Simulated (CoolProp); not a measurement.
Values from CoolProp's reference Helmholtz-energy equation of state, Thol 2017.

Problem. Give the vapour pressure (bar), enthalpy of vaporisation (kJ/kg), liquid cp (kJ/(kg K)) of saturated octamethyltrisiloxane (MDM) at 415.2 K.

Solution. 
```json
[
 {"T (K)": "415.2", "p (bar)": "0.765", "enthalpy of vaporisation (kJ/kg)": "157", "liquid cp (kJ/(kg K))": "2.08"}
]
```
